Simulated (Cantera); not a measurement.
# Ignition delay

Mixture: 7.85 % CH4, 0.448 % C2H6, 21.4 % O2, 70.3 % N2, equivalence ratio 0.81, at 3750 Torr, adiabatic and at constant volume. Ignition delay is the time to a rise of 400 K.

Model: GRI-Mech 3.0 (53 species, 325 reactions), integrated in Cantera.

| T0 (K) | delay (ms) |
|---|---|
| 1250 | 1.36 |
| 1350 | 0.466 |
| 1450 | 0.171 |
| 1550 | 0.0678 |
| 1650 | 0.0297 |
| 1750 | 0.0147 |
| 1850 | 0.00814 |
| 1950 | 0.00498 |
| 2050 | 0.00330 |
| 2150 | 0.00233 |

The apparent activation energy between 1950 and 2150 K is 130 kJ/mol.
